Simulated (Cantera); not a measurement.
Charge: 1 mol SF6, 0.38 mol O2, 34 mol N2, equilibrated at 3202 °C and 0.570 bar.

Method: chemical equilibrium by Gibbs-energy minimisation in Cantera with the NASA 1993 tables (ideal gas, pure condensed phases). Candidate condensed phases: S; 35 gas species. Equilibrium is a limit: real reactors are often held back by kinetics, nucleation or transport.

Base state: N2 0.818, F 0.144, S 0.0189, O 0.0104, SO 0.00404, NO 0.00297, SF 0.000322, O2 0.000289 (mole fractions); condensed: gas only.

Q: What changes in the equilibrium state with this change: O2 from 0.38 to 0.056 mol?

A: 
```csv
species,before,after
N2,0.818,0.828
F,0.144,0.146
S,0.0189,0.0224
O,0.0104,0.00155
O2,0.000289,6.41e-6
SO2,0.000159,4.16e-6
NO,0.00297,0.000444
```
